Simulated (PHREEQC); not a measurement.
1 kg of water meets 20 L of dry gas (CO2 1 by moles) at fixed total pressure, at 25 °C; fugacities by Peng-Robinson. The gases take part in no redox reaction, some water evaporates into the gas, and hydrates or a liquid gas phase aren't modelled. Nothing may precipitate in this run.

The numbers come from PHREEQC with the ion-association model, phreeqc.dat.

**Question.** Predict dissolved CO2 (all carbonate carbon) (mol/kgw), pH at P (atm) = 5, 20, 30, 40.

**Answer.** 
```tsv
P (atm)	dissolved CO2 (all carbonate carbon) (mol/kgw)	pH
5	0.165	3.57
20	0.603	3.29
30	0.847	3.21
40	1.05	3.17
```

Species that the database lacks are ignored.
